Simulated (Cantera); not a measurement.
What does this Cantera script print?

```python
import numpy as np
import cantera as ct

gas_names = """
    C CN CO CO2 C2 CCN CNC C2N2 C2O C3 C3O2 C4 C4N2 C5 N NCO NO NO2 NO3 N2 N2O O O2 O3 Si SiC SiC2 SiN
    SiO SiO2 Si2 Si2C Si2N Si3
""".split()
cond_names = """
    C(gr) Si(cr) Si(L) SiC(b) SiO2(Lqz) SiO2(hqz) SiO2(L) Si2N2O(s) Si3N4(a)
""".split()


def load(file, names, dense=False):
    # The tables refer to 1 bar. Condensed volumes are neglected.
    table = {s.name: s for s in ct.Species.list_from_file(file)}
    out = []
    for n in names:
        d = dict(table[n].input_data)
        d["thermo"] = dict(d["thermo"], **{"reference-pressure": 1e5})
        if dense:
            d["equation-of-state"] = {"model": "constant-volume", "density": "1e6 g/cm^3"}
        out.append(ct.Species.from_dict(d))
    return out


gas = ct.Solution(thermo="ideal-gas", species=load("nasa_gas.yaml", gas_names))
cond = {s.name: ct.Solution(thermo="fixed-stoichiometry", species=[s], name=s.name)
        for s in load("nasa_condensed.yaml", cond_names, dense=True)}
atoms = {
    'Si': {'Si': 1},
    'CO2': {'C': 1, 'O': 2},
    'N2': {'N': 2},
    'O2': {'O': 2},
}
top_T = {'C(gr)': 4500, 'SiC(b)': 3050, 'Si2N2O(s)': 2100, 'Si3N4(a)': 2400}  # K; cautious upper limits of use, not melting points


def equilibrate(T, P, feed):
    n = {}
    for name, mol in feed.items():
        for a, k in atoms[name].items():
            n[a] = n.get(a, 0.0) + k * mol
    gas.TPX = T, P, n
    mass = sum(n.values()) * gas.mean_molecular_weight
    gas.equilibrate("TP")
    valid = [c for c in cond.values() if c.min_temp <= T <= top_T.get(c.name, c.max_temp)]
    mix = ct.Mixture([(gas, mass / gas.mean_molecular_weight)] + [(c, 0.0) for c in valid])
    mix.T, mix.P = T, P
    mix.equilibrate("TP", solver="vcs", rtol=1e-11, max_steps=5000)
    return mix


results = []
feed = {'Si': 1, 'CO2': 0.18, 'N2': 7, 'O2': 0.13}  # mol
T = 1823  # K
P = 2.1  # Pa
mix = equilibrate(T, P, feed)
results.append((T, P, feed, dict(zip(mix.species_names, mix.species_moles))))
print(gas.report(threshold=1e-06))
for i in range(1, mix.n_phases):
    print(f"{mix.phase(i).name:16s} {mix.phase_moles(i):12.5e} mol")
```

Output:

```
       temperature   1823 K
          pressure   2.1 Pa
           density   4.0051e-06 kg/m^3
  mean mol. weight   28.908 kg/kmol
   phase of matter   gas

                          1 kg             1 kmol
                     ---------------   ---------------
          enthalpy        2.4735e+06        7.1503e+07  J
   internal energy        1.9491e+06        5.6345e+07  J
           entropy             11818        3.4162e+05  J/K
    Gibbs function        -1.907e+07       -5.5127e+08  J
 heat capacity c_p            1204.1             34808  J/K
 heat capacity c_v            916.47             26493  J/K

                      mass frac. Y      mole frac. X     chem. pot. / RT
                     ---------------   ---------------   ---------------
                CO          0.021073          0.021748           -49.282
                N2           0.82991           0.85639           -37.558
                Si          0.065239          0.067151           -6.4885
               SiN        0.00017171        0.00011792           -25.268
               SiO          0.082519          0.054111            -49.64
               Si2        0.00026935        0.00013862           -12.977
              Si2C        0.00064471        0.00027335           -19.108
              Si2N        0.00014321        5.8993e-05           -31.756
               Si3        3.0289e-05        1.0392e-05           -19.465
     [  +25 minor]        1.8786e-06        1.1809e-06

C(gr)             0.00000e+00 mol
Si(L)             0.00000e+00 mol
SiC(b)            0.00000e+00 mol
SiO2(L)           0.00000e+00 mol
Si2N2O(s)         0.00000e+00 mol
Si3N4(a)          0.00000e+00 mol
```

Cantera equilibrium calculation (NASA polynomials, part measured and part estimated; ideal gas, pure solids and liquids). The tables' values for SiN are old estimates; treat these amounts as uncertain.
